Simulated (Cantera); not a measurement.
**Ignition delay**

Mixture: 6.23 % CH4, 1.62 % CO, 19.5 % O2, 72.2 % N2, 0.411 % CO2, at 2.20 bar, adiabatic and at constant pressure. Ignition delay is the time to a rise of 400 K.

Computed with Cantera and GRI-Mech 3.0 (53 species, 325 reactions).

```tsv
T0 (K)	delay (ms)
1125	63.5
1200	20.7
1275	7.38
1350	2.87
1425	1.21
1500	0.554
1575	0.276
1650	0.150
```

- apparent activation energy between 1500 and 1650 K: 180 kJ/mol
